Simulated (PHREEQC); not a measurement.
Model water analysis in mg/kgw, 25 °C, pH 3.9, pe 11.9:

```tsv
constituent	mg/kgw
Na	36.4
K	40.1
Ca	50.4
Mg	20
Cl	18.6
S(6) as SO4	296
Cd	0.282
O(0) (dissolved oxygen)	0.173
Mn(2)	0.102
```

Valence states are taken as typed.

Model: ion-association model, wateq4f.dat, run in PHREEQC.

Question: The ionic strength comes out as 0.0102 mol/kgw. What activity coefficients do NaSO4-, Na+, SO4-2, Cd+2, Cl- get?

Answer: NaSO4- 0.90, Na+ 0.90, SO4-2 0.67, Cd+2 0.66, Cl- 0.90.

Precipitation was switched off in this run. Complexes and solids missing from the database can't appear.
